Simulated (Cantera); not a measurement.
Input: 1 mol SiHCl₃, a varied amount of C₂H₂, 130 mol H₂, at 1450 °C and 0.0160 bar.

Cantera equilibrium calculation (NASA polynomials, part measured and part estimated; ideal gas, pure solids and liquids). Candidate condensed phases: C, C₆H₆, C₇H₈, C₈H₁₈, Si, SiC; 109 gas species. Mutual solubility and eutectic melting of coexisting phases are not modelled. Gases not in the tables: Si₂H₆ and higher silanes. Equilibrium is a limit: real reactors are often held back by kinetics, nucleation or transport.

**Question.** Which condensed phases are stable at each of these points (n(C₂H₂) (mol)): 0.023, 0.038, 0.061, 0.098, 0.16, 0.25, 0.41, 0.66, 1.1?

**Answer.** 
```csv
n(C₂H₂) (mol),condensed phases,Si condensed (%)
0.023,Si(l) + SiC(s),80.0
0.038,Si(l) + SiC(s),80.0
0.061,Si(l) + SiC(s),80.0
0.098,Si(l) + SiC(s),80.0
0.16,Si(l) + SiC(s),80.0
0.25,Si(l) + SiC(s),80.1
0.41,SiC(s),82.0
0.66,C(graphite) + SiC(s),99.6
1.1,C(graphite) + SiC(s),99.6
```

From 0.023 mol C₂H₂ to 0.25 mol C₂H₂ the condensed part is Si(l) + SiC(s). At 0.41 mol C₂H₂ the condensed part is SiC(s). From 0.66 mol C₂H₂ to 1.1 mol C₂H₂ the condensed part is C(graphite) + SiC(s).
